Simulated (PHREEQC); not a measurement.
0.12 g of hydrous ferric oxide (600 m²/g; 0.2 weak and 0.005 strong sites per Fe, Dzombak-Morel constants, diffuse double layer) in 1 kg of water with 0.01 mol/kgw of an inert sodium salt and 4.2e-05 mol/kgw Na2SO4, at 25 °C; the pH is set by adding NaOH or the inert anion's acid. O2 is buffered at 0.21 atm. CO2 from the air is kept out. Precipitation was switched off in this run.

Base run: PHREEQC, ion-association model, wateq4f.dat. Each further column changes one thing. The table gives surface charge σ (C/m²).

```
pH       base  background salt from 0.01 to 0.001 mol/kgw  oxide from 0.12 to 0.6 g/kgw  0.0001 mol/kgw NaF added
-----  ------  ------------------------------------------  ----------------------------  ------------------------
4       0.154                                       0.080                         0.205                     0.113
4.67    0.099                                       0.043                         0.135                     0.078
5.33    0.060                                       0.023                         0.081                     0.052
6       0.037                                       0.013                         0.045                     0.034
6.67    0.023                                       0.008                         0.024                     0.021
7.33    0.011                                       0.004                         0.011                     0.010
8       0.001                                       0.000                         0.001                     0.001
8.67   -0.008                                      -0.003                        -0.008                    -0.008
9.33   -0.020                                      -0.007                        -0.020                    -0.020
10     -0.041                                      -0.016                        -0.041                    -0.041
10.67  -0.075                                      -0.036                        -0.075                    -0.075
11.33  -0.131                                      -0.086                        -0.132                    -0.132
12     -0.229                                      -0.201                        -0.230                    -0.229
```
